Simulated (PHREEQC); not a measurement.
## Brackish or sea water

Model water analysis in mmol/kgw, 25 °C, pH 6.55: Na 289; K 8.64; Ca 15.6; Mg 25.1; Cl 315; S(6) 37.3; Alkalinity (meq/kgw) 0.00306; Si 1.5.

Valence states are taken as typed.

All values are PHREEQC results (Pitzer model, pitzer.dat), not measurements.

Each row changes one thing in this solution. This is a speciation only: nothing precipitates in the calculation.

```tsv
case	ionic strength (mol/kgw)	HCO3- (mol/kgw)	H3SiO4- (mol/kgw)	CO2 (mol/kgw)	HSO4- (mol/kgw)	MgOH+ (mol/kgw)	SI of SiO2(a) (SiO2)	SI of Gypsum (CaSO4:2H2O)
as made	0.462	1.98e-6	1.53e-6	7.86e-7	1.81e-7	3.75e-8	-0.13	-0.22
Mg from 25.1 to 12.6 mmol/kgw	0.437	2.07e-6	1.48e-6	8.45e-7	1.91e-7	1.89e-8	-0.14	-0.20
temperature from 25 to 35 °C at the same typed pH	0.462	1.33e-6	2.13e-6	4.72e-7	2.39e-7	8.50e-8	-0.22	-0.23
```
